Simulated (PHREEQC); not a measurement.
A PHREEQC input (ion-association model, phreeqc.dat):

```
SOLUTION 1
  temp 53
  units mg/kgw
  pH 5.85
  pe 2.5
  Na 8.68
  K 0.18
  Ca 8.62
  Mg 2.15
  Cl 14.8
  S(6) 5.58 as SO4
  Alkalinity 25.4 as HCO3
  Mn(2) 0.0846
  B 0.00148
  Ba 0.0522
END
USE solution 1
EQUILIBRIUM-PHASES 1
  Gypsum 0 0
  Quartz 0 0.5
  CO2(g) -2.5 10
END
```

The run finishes with these warnings:
```
WARNING: Unknown input, no keyword has been specified.
WARNING: 	  Gypsum 0 0
WARNING: 	  Quartz 0 0.5
WARNING: 	  CO2(g) -2.5 10
```

Its last state differs from that of the intended input:

```tsv
quantity	as run	intended
pH	5.85	7.12
CO2 (mol/kgw)	0.00109	5.83e-5
CO3-2 (mol/kgw)	2.29e-8	4.17e-7
CaCO3 (mol/kgw)	1.24e-8	2.26e-7
MgCO3 (mol/kgw)	2.08e-9	3.78e-8
SI of Rhodochrosite (MnCO3)	-2.40	-1.15
```

The fault: the keyword misspelt. The line should read `EQUILIBRIUM_PHASES 1` where the input has `EQUILIBRIUM-PHASES 1`.
